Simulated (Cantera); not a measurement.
An isothermal, constant-pressure homogeneous reactor starts with CH4 : H2O : N2 = 1 : 0.71 : 0.039 (molar parts), at 2200 K and 1200 Torr.

Detailed kinetics in Cantera: GRI-Mech 3.0 (53 species, 325 reactions). GRI-Mech 3.0 stops at C3 and has no aromatics, soot or wall deposition, so with more carbon than oxygen in the feed, carbon stays in small species such as C2H2 where larger ones or solid carbon would form.

One state of this run: x CH4 = 0.00106; x H2O = 3.05e-6; x H2 = 0.737; x O2 = <1e-12; x CO2 = 1.61e-7; x O = 7.99e-12; x C2H4 = 0.000118. x: mole fraction; the columns are a selection and need not sum to one.

**Question.** Which value of t (s) does it belong to?
(A) 0.000398
(B) 0.000100
(C) 0.100
(D) 0.00631

**Answer.** C, 0.100
